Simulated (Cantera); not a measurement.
Input: 1 mol Al(CH₃)₃, 0.73 mol N₂O, 58 mol N₂, at 2023.15 K and 0.100 bar.

Method: chemical equilibrium by Gibbs-energy minimisation in Cantera with the NASA 1993 tables (ideal gas, pure condensed phases). Candidate condensed phases: Al, AlN, Al₂O₃, C, C₆H₆, C₇H₈, C₈H₁₈, H₂O; 148 gas species. The feed counts by its element totals alone. Equilibrium is a limit: real reactors are often held back by kinetics, nucleation or transport.

Base state: N₂ 0.914, H₂ 0.0678, CO 0.0115, HCN 0.00402, H 0.00156, Al 0.00105, HNC 0.000238, C₂H₂ (acetylene) 6.06e-5 (mole fractions); condensed: AlN(s) + C(graphite).

Q: What changes in the equilibrium state with this change: temperature from 2023.15 K to 1300 K?

A: 
```
species             before    after
----------------  --------  -------
N₂                   0.914    0.925
H₂                  0.0678   0.0712
CO                  0.0115  0.00383
HCN                0.00402  5.31e-5
Al                 0.00105    <1e-9
AlH                2.29e-5    <1e-9
H                  0.00156  9.34e-7
C₂H₂ (acetylene)   6.06e-5  4.10e-8
HNC               0.000238  4.24e-7
AlN(s), mol          0.932    0.675
C(graphite), mol      1.99     2.75
Al₂O₃(s), mol            0    0.163
```
Mutual solubility and eutectic melting of coexisting phases are not modelled.

Q: What changes in the equilibrium state with this change: pressure from 0.100 bar to 0.00133 bar?

A: 
```csv
species,before,after
N₂,0.914,0.896
H₂,0.0678,0.0604
Al,0.00105,0.0153
H,0.00156,0.0128
CO,0.0115,0.0112
CN,2.30e-6,1.97e-5
AlH,2.29e-5,3.64e-5
C₂H₂ (acetylene),6.06e-5,5.40e-5
HNC,0.000238,0.000222
"AlN(s), mol",0.932,0
"C(graphite), mol",1.99,2.00
```
